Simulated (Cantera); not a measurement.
An adiabatic, constant-pressure homogeneous reactor starts with 14.2 % CH4, 0.596 % H2, 17.9 % O2, 67.4 % N2, at 1300 K and 750 Torr.

Detailed kinetics in Cantera: GRI-Mech 3.0 (53 species, 325 reactions).

x: mole fraction; the columns are a selection and need not sum to one.

```json
[
 {"t (s)": "4.00e-6", "T (K)": "1300", "x CH4": "0.142", "x H2": "0.00596", "x O2": "0.179", "x C2H": "<1e-12", "x C2H6": "<1e-12"},
 {"t (s)": "1.86e-5", "T (K)": "1300", "x CH4": "0.142", "x H2": "0.00596", "x O2": "0.179", "x C2H": "<1e-12", "x C2H6": "5.72e-12"},
 {"t (s)": "8.62e-5", "T (K)": "1300", "x CH4": "0.142", "x H2": "0.00596", "x O2": "0.179", "x C2H": "<1e-12", "x C2H6": "7.88e-10"},
 {"t (s)": "0.000400", "T (K)": "1300", "x CH4": "0.142", "x H2": "0.00596", "x O2": "0.179", "x C2H": "<1e-12", "x C2H6": "(withheld)"},
 {"t (s)": "0.00186", "T (K)": "1301", "x CH4": "0.141", "x H2": "0.00595", "x O2": "0.178", "x C2H": "<1e-12", "x C2H6": "(withheld)"},
 {"t (s)": "0.00862", "T (K)": "1337", "x CH4": "0.134", "x H2": "0.00733", "x O2": "0.173", "x C2H": "<1e-12", "x C2H6": "(withheld)"},
 {"t (s)": "0.0400", "T (K)": "2557", "x CH4": "1.22e-12", "x H2": "0.0922", "x O2": "0.000187", "x C2H": "<1e-12", "x C2H6": "<1e-12"},
 {"t (s)": "0.186", "T (K)": "2557", "x CH4": "1.22e-12", "x H2": "0.0922", "x O2": "0.000187", "x C2H": "<1e-12", "x C2H6": "<1e-12"},
 {"t (s)": "0.862", "T (K)": "2557", "x CH4": "1.22e-12", "x H2": "0.0922", "x O2": "0.000187", "x C2H": "<1e-12", "x C2H6": "<1e-12"},
 {"t (s)": "4.00", "T (K)": "2557", "x CH4": "1.22e-12", "x H2": "0.0922", "x O2": "0.000187", "x C2H": "<1e-12", "x C2H6": "<1e-12"}
]
```

What belongs in the gaps?


- 0.000400, x C2H6: 3.08e-7
- 0.00186, x C2H6: 7.41e-5
- 0.00862, x C2H6: 0.00140
